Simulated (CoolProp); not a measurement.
Vapour-liquid equilibrium of n-heptane (1) + p-xylene (2) at 3.55 bar; x and y are mole fractions of (1).

Values from CoolProp's multi-fluid Helmholtz-energy mixture model, Span 2003 and Zhou 2012; pair parameters Bell 2016.

```csv
x,"bubble temperature, mixture model (°C)","bubble temperature, Raoult's law (°C)","y, mixture model","y, Raoult's law"
0.05,188.1,188.9,0.119,0.114
0.15,180.9,182.7,0.308,0.304
0.25,?,177.0,0.451,0.456
0.35,169.8,171.9,?,0.578
0.45,165.4,167.3,0.657,0.679
0.55,161.5,163.1,0.735,0.762
0.65,?,159.2,0.804,0.831
0.75,154.8,155.6,0.865,0.889
0.85,151.8,152.2,?,0.939
0.95,149.0,149.2,0.975,0.981
```

Question: What belongs in the gaps?

Answer: 
- 0.25, bubble temperature, mixture model (°C): 174.9
- 0.35, y, mixture model: 0.564
- 0.65, bubble temperature, mixture model (°C): 158.0
- 0.85, y, mixture model: 0.922

The largest gap from Raoult's law is -2.1 K in bubble temperature, at x = 0.35. No azeotrope shows between x = 0.05 and 0.95.

The pair parameters rest on a limited set of measurements; away from them the model extrapolates.
